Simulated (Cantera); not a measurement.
A Cantera script and its output.

```python
import numpy as np
import cantera as ct

gas = ct.Solution("gri30.yaml")
gas.TPX = 1600, 101325, {'CH4': 1, 'N2': 11}
inlet = ct.Reservoir(gas, clone=True)

reactor = ct.IdealGasConstPressureReactor(gas, energy="off", clone=False)
exhaust = ct.Reservoir(gas, clone=True)
tau = [4.4, 1.2, 0.35, 0.1, 0.029, 0.0082, 0.0023, 0.00066][0]
for a, b in ((inlet, reactor), (reactor, exhaust)):
    ct.MassFlowController(a, b, mdot=lambda t: reactor.mass / tau)
net = ct.ReactorNet([reactor])
show = ['CH4', 'CH3', 'C2H6', 'H', 'C2H2', 'H2']

rows = []
print(f"{'tau/s':>10s}{'T/K':>9s}" + "".join(f"{s:>11s}" for s in show))
for tau in [4.4, 1.2, 0.35, 0.1, 0.029, 0.0082, 0.0023, 0.00066]:
    net.initial_time = 0.0
    net.advance(30 * tau)
    before = gas.X
    net.advance(40 * tau)
    drift = np.max(np.abs(gas.X - before) / (gas.X + 1e-9))
    rows.append([gas.T, *gas[show].X, drift])
    print(f"{tau:10.3e}{gas.T:9.1f}" + "".join(f"{x:11.3e}" for x in gas[show].X))
```

Output:

```
     tau/s      T/K        CH4        CH3       C2H6          H       C2H2         H2
 4.400e+00   1600.0  1.029e-02  3.226e-05  2.882e-06  1.559e-05  3.331e-02  1.007e-01
 1.200e+00   1600.0  1.909e-02  5.825e-05  9.631e-06  1.339e-05  2.926e-02  8.855e-02
 3.500e-01   1600.0  3.261e-02  9.845e-05  2.895e-05  1.050e-05  2.293e-02  6.970e-02
 1.000e-01   1600.0  4.992e-02  1.556e-04  7.701e-05  7.177e-06  1.460e-02  4.536e-02
 2.900e-02   1600.0  6.540e-02  2.203e-04  1.633e-04  4.183e-06  6.825e-03  2.323e-02
 8.200e-03   1600.0  7.612e-02  2.676e-04  2.480e-04  1.822e-06  1.687e-03  8.118e-03
 2.300e-03   1600.0  8.160e-02  2.279e-04  1.719e-04  4.979e-07  1.144e-04  1.498e-03
 6.600e-04   1600.0  8.302e-02  1.277e-04  4.239e-05  1.538e-07  2.344e-06  1.983e-04
```

Detailed kinetics in Cantera: GRI-Mech 3.0 (53 species, 325 reactions). GRI-Mech 3.0 stops at C3 and has no aromatics, soot or wall deposition, so with more carbon than oxygen in the feed, carbon stays in small species such as C2H2 where larger ones or solid carbon would form.
